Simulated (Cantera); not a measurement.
Source: NASA polynomial tables (part measured, part estimated), evaluated in Cantera. Values are per mole of reaction as written; species without (g) are pure solids or liquids, kept so even where they would boil at 1 bar. TaC: taken at fixed stoichiometry.

### Question
Between 2000 and 2525 K, where is each reaction favourable under standard conditions?
- 2 TaC + 3 O2(g) = 2 TaO2(g) + 2 CO(g)
- 5 CO2(g) + 4 TaC = 2 Ta2O5 + 9 C
- 5 O3(g) + 6 TaC = 6 C + 3 Ta2O5

### Answer
- 2 TaC + 3 O2(g) = 2 TaO2(g) + 2 CO(g): ΔG° is -795 kJ at 2000 K and -899 kJ at 2525 K; it stays negative (K > 1). ΔH° is -412 kJ and ΔS° 193 J/K at 2525 K.
- 5 CO2(g) + 4 TaC = 2 Ta2O5 + 9 C: ΔG° is 139 kJ at 2000 K and 484 kJ at 2525 K; it stays positive (K < 1). ΔH° is -1099 kJ and ΔS° -627 J/K at 2525 K.
- 5 O3(g) + 6 TaC = 6 C + 3 Ta2O5: ΔG° is -4149 kJ at 2000 K and -3793 kJ at 2525 K; it stays negative (K > 1). ΔH° is -5422 kJ and ΔS° -645 J/K at 2525 K.
